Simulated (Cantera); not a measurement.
Charge: 1 mol NH3, 0.38 mol O2, 0.18 mol H2, held at 2075 K and 0.705 Torr.

Equilibrium computed with Cantera from the NASA thermochemical tables; the gas is ideal and each condensed phase is pure. Candidate condensed phases: H2O; 24 gas species. Kinetics and transport are ignored.

Base state: H2 0.386, H2O 0.332, N2 0.222, H 0.0540, OH 0.00529, O 0.000531, O2 0.000195, NO 0.000151 (mole fractions); condensed: gas only.

**Question.** What changes in the equilibrium state with this change: NH3 replaced by H2S?

**Answer.** 
```
species    before     after
-------  --------  --------
H2          0.386     0.417
H2O         0.332     0.142
S2              0     0.126
N2          0.222         0
SO              0     0.110
SO2             0    0.0655
S               0    0.0590
SH              0    0.0192
H          0.0540    0.0561
H2S             0   0.00220
S2O             0  0.000431
NO       0.000151         0
```
Further candidate phases: H2SO4, S.
